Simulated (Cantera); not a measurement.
**Stirred combustor or abatement burner**

A perfectly stirred reactor is fed with H₂ : O₂ : N₂ : H₂O = 1 : 0.725 : 2.72 : 0.37 (molar parts), at 3.80 bar; it is adiabatic with a 475 K inlet, and is followed from long to short residence time, starting on the burning branch (τ in s: 0.12, 0.044, 0.016, 0.006, 0.0022, 0.00083, 0.00031, 0.00011, 4.3e-05, 1.6e-05).

Model: the H2/O2 subset of GRI-Mech 3.0, which has no nitrogen chemistry, integrated in Cantera. The hydrogen kinetics of GRI-Mech 3.0 are dated; newer H2 mechanisms differ, most at raised pressure.

```csv
τ (s),T (K),x H₂,x O₂,x H₂O,x OH,x H₂O₂
0.12,1997,0.000236,0.0517,0.316,0.00190,2.70e-7
0.044,1996,0.000288,0.0517,0.316,0.00202,2.89e-7
0.016,1994,0.000416,0.0517,0.316,0.00230,3.35e-7
0.0060,1989,0.000682,0.0516,0.315,0.00281,4.28e-7
0.0022,1981,0.00123,0.0516,0.314,0.00363,5.94e-7
0.00083,1967,0.00224,0.0517,0.312,0.00474,8.45e-7
0.00031,1943,0.00408,0.0520,0.308,0.00616,1.21e-6
0.00011,1899,0.00749,0.0530,0.302,0.00779,1.77e-6
4.3e-5,1833,0.0126,0.0549,0.294,0.00901,2.58e-6
1.6e-5,1726,0.0212,0.0590,0.280,0.00932,4.28e-6
```
x: mole fraction; the columns are a selection and need not sum to one.
